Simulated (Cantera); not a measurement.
# Gas-phase reforming

An isothermal, constant-pressure homogeneous reactor starts with 20.8 % CH4, 79.2 % H2O, at 1925 K and 0.168 atm.

Detailed kinetics in Cantera: GRI-Mech 3.0 (53 species, 325 reactions).

```json
[
 {"t (s)": "3.00e-5", "x CH4": "0.206", "x H2O": "0.791", "x OH": "3.67e-5", "x O": "1.30e-8", "x H2": "0.00106"},
 {"t (s)": "7.17e-5", "x CH4": "0.202", "x H2O": "0.789", "x OH": "8.20e-5", "x O": "6.13e-8", "x H2": "0.00334"},
 {"t (s)": "0.000172", "x CH4": "0.186", "x H2O": "0.782", "x OH": "0.000171", "x O": "2.32e-7", "x H2": "0.0170"},
 {"t (s)": "0.000410", "x CH4": "0.132", "x H2O": "0.748", "x OH": "0.000229", "x O": "3.44e-7", "x H2": "0.0814"},
 {"t (s)": "0.000981", "x CH4": "0.0710", "x H2O": "0.693", "x OH": "0.000217", "x O": "2.59e-7", "x H2": "0.173"},
 {"t (s)": "0.00235", "x CH4": "0.0321", "x H2O": "0.646", "x OH": "0.000220", "x O": "2.61e-7", "x H2": "0.239"},
 {"t (s)": "0.00561", "x CH4": "0.0149", "x H2O": "0.595", "x OH": "0.000220", "x O": "3.10e-7", "x H2": "0.292"},
 {"t (s)": "0.0134", "x CH4": "0.0104", "x H2O": "0.528", "x OH": "0.000183", "x O": "3.05e-7", "x H2": "0.349"},
 {"t (s)": "0.0321", "x CH4": "0.00727", "x H2O": "0.457", "x OH": "0.000142", "x O": "2.81e-7", "x H2": "0.405"},
 {"t (s)": "0.0767", "x CH4": "0.00322", "x H2O": "0.406", "x OH": "0.000116", "x O": "2.66e-7", "x H2": "0.447"},
 {"t (s)": "0.183", "x CH4": "0.000293", "x H2O": "0.388", "x OH": "0.000108", "x O": "2.57e-7", "x H2": "0.463"},
 {"t (s)": "0.439", "x CH4": "2.96e-8", "x H2O": "0.387", "x OH": "0.000115", "x O": "2.93e-7", "x H2": "0.464"},
 {"t (s)": "1.05", "x CH4": "6.21e-11", "x H2O": "0.387", "x OH": "0.000115", "x O": "2.93e-7", "x H2": "0.464"},
 {"t (s)": "2.51", "x CH4": "6.21e-11", "x H2O": "0.387", "x OH": "0.000115", "x O": "2.93e-7", "x H2": "0.464"},
 {"t (s)": "6.00", "x CH4": "6.21e-11", "x H2O": "0.387", "x OH": "0.000115", "x O": "2.93e-7", "x H2": "0.464"}
]
```
x: mole fraction; the columns are a selection and need not sum to one.

Equilibrium at this temperature and pressure: CH4 7.52e-11, H2O 0.387, OH 0.000115, O 2.93e-7, H2 0.464 (gas phase only).
